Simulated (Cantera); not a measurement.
A freely propagating, adiabatic, planar premixed flame of C₂H₄ : O₂ : N₂ : H₂O = 1 : 2.5 : 6.75 : 1.9 (molar parts), unburnt at 700 K and 3080 Torr; mixture-averaged transport, grid criteria slope 0.08 and curve 0.16, no radiation.

Detailed kinetics in Cantera: GRI-Mech 3.0 (53 species, 325 reactions). GRI-Mech 3.0 was tuned for natural gas; its chemistry of ethylene as a main component is partial and can be far from experiment. Burning velocities carry a grid error of a few per cent, more on coarse grids.

Task: Predict: laminar burning velocity; thermal thickness; peak x(O); peak x(H₂O₂); peak x(C₂H).

Result: 
```
Item                          Value
------------------------  ---------
laminar burning velocity   303 cm/s
thermal thickness         0.0599 mm
peak x(O)                   0.00376
peak x(H₂O₂)               0.000330
peak x(C₂H)                 1.87e-5
```
